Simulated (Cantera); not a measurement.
Feed: 1 mol Si3H8, a varied amount of HCl, 42 mol N2, held at 1723.15 K and 13300 Pa.

Method: chemical equilibrium by Gibbs-energy minimisation in Cantera with the NASA 1993 tables (ideal gas, pure condensed phases). Candidate condensed phases: NH4Cl, Si, Si3N4; 28 gas species. The feed counts by its element totals alone. The tables' values for SiCl3 are old estimates; treat these amounts as uncertain. Kinetics and transport are ignored.

x: gas mole fraction; n: condensed amount in mol.

```
n(HCl) (mol)   x N2    x H2    x HCl   x SiCl2   x SiCl3  n Si3N4(s)
------------  -----  ------  -------  --------  --------  ----------
0.38          0.901  0.0902  0.00817  0.000187   1.33e-6       0.997
0.47          0.899  0.0901        …         …   2.44e-6       0.996
0.58          0.897  0.0900   0.0121  0.000415   4.41e-6       0.994
0.72          0.894  0.0900   0.0148  0.000619   8.02e-6       0.991
0.89          0.891  0.0899   0.0179  0.000909   1.43e-5       0.986
1.1           0.887  0.0899   0.0216   0.00133   2.51e-5       0.980
1.4           0.881  0.0900   0.0266   0.00201   4.68e-5       0.969
1.7           0.875  0.0902   0.0313   0.00279   7.62e-5       0.956
2.1           0.868  0.0906   0.0371   0.00393  0.000127       0.937
2.6           0.859  0.0913        …         …  0.000209       0.911
3.2           0.848  0.0923   0.0513   0.00749  0.000332       0.876
4             0.835  0.0939   0.0603    0.0103  0.000531       0.825
5             0.818  0.0961   0.0703    0.0139  0.000825       0.756
```

Problem. Fill in the missing entries.

Solution. 
- 2.6, x HCl: 0.0438
- 2.6, x SiCl2: 0.00549
- 0.47, x HCl: 0.00999
- 0.47, x SiCl2: 0.000280
